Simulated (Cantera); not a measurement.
Charge: 1 mol TiO2, 2500 mol H2, equilibrated at 1477 °C and 0.110 bar.

These are equilibrium values from Cantera (NASA tables, ideal gas, pure condensed phases), not measurements of a reactor. Candidate condensed phases: H2O, Ti, TiO, TiO2, Ti2O3, Ti3O5, Ti4O7; 12 gas species. Equilibrium is a limit: real reactors are often held back by kinetics, nucleation or transport.

Base state: H2 0.999, H 0.000701, H2O 0.000200 (mole fractions); condensed: Ti2O3(s).

What changes in the equilibrium state with this change: TiO2 replaced by ZrO2?


| species | before | after |
|---|---|---|
| H2 | 0.999 | 0.999 |
| H | 0.000701 | 0.000701 |
| H2O | 0.000200 | 8.91e-8 |
| Ti2O3(s), mol | 0.500 | 0 |
| Zr(β), mol | 0 | 0.000108 |
| ZrO2(tetragonal), mol | 0 | 1.000 |
Mutual solubility and eutectic melting of coexisting phases are not modelled. Condensed phases not in the tables: N, O or C dissolved in the metal. Further candidate phases: Zr, ZrO2.
